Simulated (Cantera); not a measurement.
Feed: 1 mol Si, 5.6 mol HCl, 14 mol H2, at 100 Torr.

Cantera equilibrium calculation (NASA polynomials, part measured and part estimated; ideal gas, pure solids and liquids). Candidate condensed phases: Si; 19 gas species. The tables' values for SiCl3 are old estimates; treat these amounts as uncertain. Kinetics and transport are ignored. All values below are at 1098 K.

Base state: H2 0.852, HCl 0.0938, SiCl4 0.0462, SiHCl3 0.00611, SiCl3 0.000992, SiCl2 0.000299, SiH2Cl2 9.66e-5 (mole fractions); condensed: gas only.

Question: What changes in the equilibrium state with this change: HCl from 5.6 to 0.68 mol?

Answer: 
| species | before | after |
|---|---|---|
| H2 | 0.852 | 0.973 |
| HCl | 0.0938 | 0.0187 |
| SiCl4 | 0.0462 | 0.00392 |
| SiH2Cl2 | 9.66e-5 | 0.000269 |
| SiCl2 | 0.000299 | 0.000730 |
| Si(s), mol | 0 | 0.878 |

Question: What changes in the equilibrium state with this change: HCl from 5.6 to 1.1 mol?

Answer: 
| species | before | after |
|---|---|---|
| H2 | 0.852 | 0.963 |
| HCl | 0.0938 | 0.0222 |
| SiCl4 | 0.0462 | 0.00790 |
| SiH2Cl2 | 9.66e-5 | 0.000378 |
| SiCl2 | 0.000299 | 0.00104 |
| SiCl3 | 0.000992 | 0.000762 |
| SiHCl3 | 0.00611 | 0.00499 |
| Si(s), mol | 0 | 0.775 |
